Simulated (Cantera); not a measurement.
Equilibrium for silicon nitride deposition: Si2Cl6 + N2 + H2

Charge: 1 mol Si2Cl6, 1.5 mol N2, 3 mol H2, equilibrated at 1575 K and 0.00390 bar.

Cantera equilibrium calculation (NASA polynomials, part measured and part estimated; ideal gas, pure solids and liquids). Candidate condensed phases: NH4Cl, Si, Si3N4; 28 gas species. The feed counts by its element totals alone. The tables' values for SiCl3, SiCl are old estimates; treat these amounts as uncertain. Rates play no part.

- x(H2) = 0.276
- x(SiCl2) = 0.255
- x(HCl) = 0.253
- x(N2) = 0.201
- x(SiCl3) = 0.0121
- x(SiCl4) = 0.00150
- x(H) = 0.000350
- x(Cl) = 0.000255
- x(SiHCl3) = 0.000218
- gas amount = 7.445 mol
- log10 activity of Si(s) (absent) = -0.49
